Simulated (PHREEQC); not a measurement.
**Brine: speciation**

Consider water at 50 °C with 5.55 mol/kgw NaCl, 0.015 mol/kgw NaHCO3 and 4.2 mol/kgw MgCl2. Closed to the air; pH follows from the charge balance.

The numbers come from PHREEQC with the Pitzer model, pitzer.dat.

Precipitation was switched off in this run.

Task: What pH does the model give?

Result: pH 3.84.

Task: In which forms is C present?

Result: HCO3- 83 %, CO2 11 %, MgCO3 5.9 % of the C.

The solution is supersaturated, for example in Halite, Magnesite (slow to form), so a real one may precipitate; this is no full list. In brines, pH and single-ion activities rest on the MacInnes convention. Away from 25 °C the constants follow the database's enthalpies or fits; those with neither stay at their 25 °C values.
